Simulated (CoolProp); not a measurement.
C3F8 (R218) at several states: density (kg/m³) from the reference equation and from simpler models built on Tc = 345.0 K, pc = 2640 kPa, ω = 0.317; each cubic takes its own stable root.

Computed with CoolProp (reference Helmholtz-energy equation of state, Lemmon 2006). It is a short technical equation, of lower accuracy than the large ones.

```json
[
 {"T (K)": "181", "p (kPa)": "604", "phase": "liquid", "reference": "1815"},
 {"T (K)": "241.6", "p (kPa)": "13.3", "phase": "gas", "reference": "1.252"},
 {"T (K)": "232.3", "p (kPa)": "89.3", "phase": "liquid", "reference": "1627"},
 {"T (K)": "302", "p (kPa)": "1600", "phase": "liquid", "reference": "1313"}
]
```

Task: How far does each simpler model (van der Waals, Redlich-Kwong, Peng-Robinson) lie from the reference over these 4 states: mean and median of the absolute difference, and the worst?

Result: 
- van der Waals: mean 44.1 %, median 38.4 %, worst -99.5 % at 232.3 K and 89.3 kPa
- Redlich-Kwong: mean 30.7 %, median 11.7 %, worst -99.4 % at 232.3 K and 89.3 kPa
- Peng-Robinson: mean 4.0 %, median 4.4 %, worst +7.3 % at 232.3 K and 89.3 kPa

At some of these states van der Waals, Redlich-Kwong gives the other phase, because its saturation line lies elsewhere.
